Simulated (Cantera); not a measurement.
Feed: 1 mol Fe₃O₄, 0.35 mol H₂O, 1.1 mol O₂, 0.36 mol Cl₂, equilibrated at 75.0 Torr.

Method: chemical equilibrium by Gibbs-energy minimisation in Cantera with the NASA 1993 tables (ideal gas, pure condensed phases). Candidate condensed phases: Fe, FeCl₂, FeCl₃, FeO, Fe(OH)₂, Fe(OH)₃, Fe₂O₃, Fe₃O₄, H₂O; 22 gas species. Kinetics and transport are ignored.

At 1373 K, list the 6 most abundant gas species with their mole fractions, and the condensed phases.

O₂ 0.584, HCl 0.318, H₂O 0.0442, Cl₂ 0.0268, Cl 0.0119, FeCl₂ 0.0108. Condensed: Fe₂O₃(s).
